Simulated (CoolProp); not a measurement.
Vapour-liquid equilibrium of propane (1) + R114 (2) at 8.43 bar; x and y are mole fractions of (1).

Computed with CoolProp (multi-fluid Helmholtz-energy mixture model, Lemmon 2009 and Platzer 1990; pair parameters Bell 2016). This equation is an older, rougher fit; its heat capacities, sound speeds and derivatives of the liquid may be far off and weren't checked against measurements.

Problem. Give the bubble temperature and the first vapour's composition at x = 0.25, 0.75, 0.95. Is there an azeotrope?

Solution. x = 0.25: 324.7 K, y = 0.529; x = 0.75: 300.9 K, y = 0.895; x = 0.95: 294.9 K, y = 0.980. No azeotrope shows between x = 0.05 and 0.95.

The pair parameters rest on a limited set of measurements; away from them the model extrapolates.
